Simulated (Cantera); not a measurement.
Input: 1 mol TEOS, a varied amount of CO₂, 0.69 mol H₂, held at 752 °C and 1.00 bar.

Method: chemical equilibrium by Gibbs-energy minimisation in Cantera with the NASA 1993 tables (ideal gas, pure condensed phases). Candidate condensed phases: C, C₆H₆, C₇H₈, C₈H₁₈, H₂O, Si, SiC, SiO₂; 123 gas species. The feed counts by its element totals alone. The numbers say what is thermodynamically allowed, not how fast it happens.

Task: Which condensed phases are stable at each of these points (n(CO₂) (mol)): 0.32, 0.57, 1, 1.8, 3.3, 6, 11?

Result: 
```csv
n(CO₂) (mol),condensed phases,Si condensed (%)
0.32,C(graphite) + SiO₂(β-quartz),100.0
0.57,C(graphite) + SiO₂(β-quartz),100.0
1,C(graphite) + SiO₂(β-quartz),100.0
1.8,C(graphite) + SiO₂(β-quartz),100.0
3.3,C(graphite) + SiO₂(β-quartz),100.0
6,C(graphite) + SiO₂(β-quartz),100.0
11,SiO₂(β-quartz),100.0
```

From 0.32 mol CO₂ to 6 mol CO₂ the condensed part is C(graphite) + SiO₂(β-quartz). At 11 mol CO₂ the condensed part is SiO₂(β-quartz).
